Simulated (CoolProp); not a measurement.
A simple Rankine cycle with cis-2-butene: condensing at 315.15 K, boiler at 3.11 MPa, turbine inlet 421.5 K, turbine efficiency 0.65, pump efficiency 0.8, no recuperator. Each further row changes one setting.

The numbers come from the reference Helmholtz-energy equation of state, Lemmon 2005 in CoolProp. It is a short technical equation, of lower accuracy than the large ones.

```json
[
 {"case": "as stated", "thermal efficiency (%)": "11.5", "net work (kJ/kg)": "54.5", "heat in (kJ/kg)": "474", "turbine exit temperature (K)": "342.4", "volume ratio over the turbine": "(withheld)"},
 {"case": "turbine inlet 441.5 K", "thermal efficiency (%)": "(withheld)", "net work (kJ/kg)": "62.9", "heat in (kJ/kg)": "534", "turbine exit temperature (K)": "371.4", "volume ratio over the turbine": "10.1"},
 {"case": "condensing temperature 307.15 K", "thermal efficiency (%)": "12.4", "net work (kJ/kg)": "61.1", "heat in (kJ/kg)": "493", "turbine exit temperature (K)": "336.9", "volume ratio over the turbine": "14.0"},
 {"case": "boiler pressure 2.18 MPa", "thermal efficiency (%)": "10.4", "net work (kJ/kg)": "(withheld)", "heat in (kJ/kg)": "(withheld)", "turbine exit temperature (K)": "366.5", "volume ratio over the turbine": "(withheld)"},
 {"case": "turbine efficiency 0.55", "thermal efficiency (%)": "9.5", "net work (kJ/kg)": "(withheld)", "heat in (kJ/kg)": "474", "turbine exit temperature (K)": "347.8", "volume ratio over the turbine": "11.4"}
]
```

**Question.** What belongs in the gaps?

**Answer.** 
- as stated, volume ratio over the turbine: 11.1
- turbine inlet 441.5 K, thermal efficiency (%): 11.8
- boiler pressure 2.18 MPa, net work (kJ/kg): 53.8
- boiler pressure 2.18 MPa, heat in (kJ/kg): 516
- boiler pressure 2.18 MPa, volume ratio over the turbine: 6.62
- turbine efficiency 0.55, net work (kJ/kg): 45.2
